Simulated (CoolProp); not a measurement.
Vapour pressure (MPa) of nitrous oxide: the reference equation beside estimates from Tc = 36.4 °C, pc = 7.245 MPa, ω = 0.161. Clausius-Clapeyron is anchored at -39.35 °C with a constant enthalpy of vaporisation of 13.64 kJ/mol.

Values from CoolProp's reference Helmholtz-energy equation of state, Lemmon 2006. It is a short technical equation, of lower accuracy than the large ones.

```csv
T (°C),reference,Lee-Kesler,Clausius-Clapeyron,van der Waals,Redlich-Kwong,Soave-Redlich-Kwong,Peng-Robinson
-45.35,0.7730,0.7750,0.7984,1.866,0.9537,0.7757,0.7705
-39.35,0.9606,0.9631,0.9606,2.118,1.167,0.9651,0.9570
-33.35,1.180,1.183,1.145,2.390,1.412,1.187,1.175
-27.35,1.434,1.437,1.353,2.684,1.690,1.444,1.429
-21.35,1.726,1.728,1.587,3.000,2.005,1.741,1.721
-15.35,2.059,2.060,1.846,3.338,2.357,2.079,2.055
-9.35,2.437,2.437,2.134,3.699,2.749,2.463,2.435
-3.35,2.862,2.861,2.451,4.083,3.183,2.895,2.864
2.65,3.340,3.337,2.797,4.491,3.661,3.380,3.346
8.65,3.873,3.870,3.175,4.923,4.185,3.921,3.885
```

Absolute difference from the reference over all 10 rows, mean and median: Lee-Kesler 0.1 and 0.1 %, Clausius-Clapeyron 9.1 and 9.2 %, van der Waals 74.4 and 68.0 %, Redlich-Kwong 15.5 and 15.3 %, Soave-Redlich-Kwong 0.9 and 0.9 %, Peng-Robinson 0.3 and 0.3 %.
